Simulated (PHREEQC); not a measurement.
A solution holds 0.27 mol NH4Cl and 0.0013 mol Na2SO4 per kg of water, at 23 °C. Closed to the air; pH follows from the charge balance.

Computed with PHREEQC (ion-association model, phreeqc.dat).

Each row changes one thing in this solution. Precipitation was switched off in this run.

```
case                                pH  SO4-2 (mol/kgw)  NaSO4- (mol/kgw)  HSO4- (mol/kgw)
--------------------------------  ----  ---------------  ----------------  ---------------
as made                           5.10         0.000720           2.44e-6          1.89e-7
NH4Cl from 0.27 to 0.54 mol/kgw   4.99         0.000618               [?]          1.59e-7
diluted 2-fold with water         5.21         0.000419           9.05e-7          1.05e-7
NH4Cl from 0.27 to 0.297 mol/kgw   [?]         0.000704           2.31e-6          1.85e-7
temperature from 23 to 65 °C      4.55         0.000752               [?]          1.84e-6
temperature from 23 to 85 °C      4.34         0.000770           3.08e-6          5.10e-6
NH4Cl left out                    7.05          0.00129           1.26e-5          8.80e-9
diluted 100-fold with water       5.96          1.26e-5           1.30e-9          1.09e-9
```

Problem. Some entries are withheld; supply them.

Solution. 
- NH4Cl from 0.27 to 0.54 mol/kgw, NaSO4- (mol/kgw): 1.66e-6
- NH4Cl from 0.27 to 0.297 mol/kgw, pH: 5.08
- temperature from 23 to 65 °C, NaSO4- (mol/kgw): 2.92e-6

Away from 25 °C the constants follow the database's enthalpies or fits; those with neither stay at their 25 °C values.
